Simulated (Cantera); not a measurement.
# Silicon oxide and oxynitride deposition: Si2H6 + NO + N2O

Input: 1 mol Si2H6, 25 mol NO, 0.6 mol N2O, held at 1175 °C and 0.0450 Torr.

Equilibrium computed with Cantera from the NASA thermochemical tables; the gas is ideal and each condensed phase is pure. Candidate condensed phases: H2O, Si, SiO2, Si2N2O, Si3N4; 35 gas species. The feed counts by its element totals alone. The tables hold silica as quartz up to 1696 K and as liquid above; real silica turns to tridymite and cristobalite and melts near 1996 K. The numbers say what is thermodynamically allowed, not how fast it happens.

```json
{
  "x(N2)": "0.515",
  "x(O2)": "0.365",
  "x(H2O)": "0.118",
  "x(NO)": "0.00100",
  "x(OH)": "0.000694",
  "x(O)": "0.000153",
  "x(H2)": "2.32e-5",
  "x(H)": "5.74e-6",
  "n(SiO2(β-quartz))": "2.00 mol",
  "gas_amount": "25.41 mol",
  "log10 activity of Si(s) (absent)": "-18.87"
}
```
